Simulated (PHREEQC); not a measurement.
Brine (model solution)

Consider water at 25 °C with 3 mol MgCl2, 0.8 mol MnCl2 and 0.11 mol LiCl per kg of water. Closed to the air; pH follows from the charge balance.

The numbers come from PHREEQC with the Pitzer model, pitzer.dat.

Each row changes one thing in this solution. This is a speciation only: nothing precipitates in the calculation.

```json
[
 {"case": "as made", "pH": "4.05", "MgOH+ (mol/kgw)": "2.67e-6", "SI of Bischofite (MgCl2:6H2O)": "-1.73", "SI of MgCl2_4H2O (MgCl2:4H2O)": "-3.70"},
 {"case": "LiCl left out", "pH": "4.08", "MgOH+ (mol/kgw)": "2.64e-6", "SI of Bischofite (MgCl2:6H2O)": "-1.77", "SI of MgCl2_4H2O (MgCl2:4H2O)": "___"},
 {"case": "MnCl2 left out", "pH": "4.47", "MgOH+ (mol/kgw)": "1.91e-6", "SI of Bischofite (MgCl2:6H2O)": "-2.26", "SI of MgCl2_4H2O (MgCl2:4H2O)": "-4.35"},
 {"case": "temperature from 25 to 15 °C", "pH": "___", "MgOH+ (mol/kgw)": "1.81e-6", "SI of Bischofite (MgCl2:6H2O)": "-1.72", "SI of MgCl2_4H2O (MgCl2:4H2O)": "-3.76"},
 {"case": "MnCl2 from 0.8 to 0.72 mol/kgw", "pH": "4.09", "MgOH+ (mol/kgw)": "2.58e-6", "SI of Bischofite (MgCl2:6H2O)": "-1.78", "SI of MgCl2_4H2O (MgCl2:4H2O)": "-3.76"},
 {"case": "LiCl from 0.11 to 0.121 mol/kgw", "pH": "4.05", "MgOH+ (mol/kgw)": "2.68e-6", "SI of Bischofite (MgCl2:6H2O)": "-1.72", "SI of MgCl2_4H2O (MgCl2:4H2O)": "-3.69"}
]
```

Q: Some entries are withheld; supply them.

A: 
- LiCl left out, SI of MgCl2_4H2O (MgCl2:4H2O): -3.75
- temperature from 25 to 15 °C, pH: 4.17

In brines, pH and single-ion activities rest on the MacInnes convention.
